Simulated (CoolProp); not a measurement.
Properties of oxygen along the isobar 830 kPa (Tc = 154.6 K, pc = 5046 kPa, ω = 0.022).

Computed with CoolProp (reference Helmholtz-energy equation of state, Schmidt 1985).

```tsv
T (K)	phase	density (kg/m³)	cp (kJ/(kg K))	isothermal compressibility (1/MPa)	conductivity (mW/(m K))
93.1	liquid	1128	1.704	0.002102	147
109.1	liquid	?	?	0.003568	?
125.1	gas	?	1.099	1.376	12.5
141.1	gas	24.50	1.029	1.311	13.8
157	gas	21.52	?	1.277	15.1
173	gas	19.23	0.9692	1.256	16.5
189	gas	17.43	0.9551	1.243	17.8
205	gas	15.95	?	1.233	19.2
220.9	gas	14.72	0.9396	1.227	?
236.9	gas	13.67	0.9354	1.222	21.8
252.9	gas	12.77	0.9328	1.218	?
```

### Question
What belongs in the gaps?

### Answer

- 109.1, density (kg/m³): 1042
- 109.1, cp (kJ/(kg K)): 1.794
- 109.1, conductivity (mW/(m K)): 124
- 125.1, density (kg/m³): 28.77
- 157, cp (kJ/(kg K)): 0.9916
- 205, cp (kJ/(kg K)): 0.9458
- 220.9, conductivity (mW/(m K)): 20.5
- 252.9, conductivity (mW/(m K)): 23.1

Thermal conductivity comes from a separate model (Lemmon 2004).
